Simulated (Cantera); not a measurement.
Input: 1 mol CF4, 0.088 mol H2, 0.092 mol F2, at 0.700 bar.

Cantera equilibrium calculation (NASA polynomials, part measured and part estimated; ideal gas, pure solids and liquids). Candidate condensed phases: C, C6H6, C7H8, C8H18; 95 gas species. Condensed phases not in the tables: fluorocarbon polymer. Gases not in the tables: C2F6 and larger saturated fluorocarbons. The numbers say what is thermodynamically allowed, not how fast it happens.

log p: log10 of the partial pressure in bar; nothing condenses.

```json
[
 {"T (°C)": "500", "log p CF4": "-0.23", "log p HF": "-0.98", "log p F": "-3.59", "log p F2": "-2.65"},
 {"T (°C)": "550", "log p CF4": "-0.23", "log p HF": "-0.98", "log p F": "-3.27", "log p F2": "-2.68"},
 {"T (°C)": "600", "log p CF4": "-0.23", "log p HF": "-0.98", "log p F": "-3.00", "log p F2": "-2.73"},
 {"T (°C)": "650", "log p CF4": "-0.23", "log p HF": "-0.98", "log p F": "(withheld)", "log p F2": "(withheld)"},
 {"T (°C)": "700", "log p CF4": "-0.23", "log p HF": "-0.98", "log p F": "-2.60", "log p F2": "-2.95"},
 {"T (°C)": "750", "log p CF4": "-0.23", "log p HF": "-0.98", "log p F": "-2.48", "log p F2": "-3.14"},
 {"T (°C)": "800", "log p CF4": "-0.23", "log p HF": "-0.98", "log p F": "-2.41", "log p F2": "-3.39"},
 {"T (°C)": "850", "log p CF4": "-0.23", "log p HF": "-0.98", "log p F": "-2.37", "log p F2": "(withheld)"},
 {"T (°C)": "900", "log p CF4": "-0.23", "log p HF": "-0.98", "log p F": "-2.35", "log p F2": "-3.95"},
 {"T (°C)": "950", "log p CF4": "-0.23", "log p HF": "-0.98", "log p F": "-2.34", "log p F2": "-4.23"}
]
```

Problem. Complete the blanks.

Solution. 
- 650, log p F: -2.77
- 650, log p F2: -2.82
- 850, log p F2: -3.66
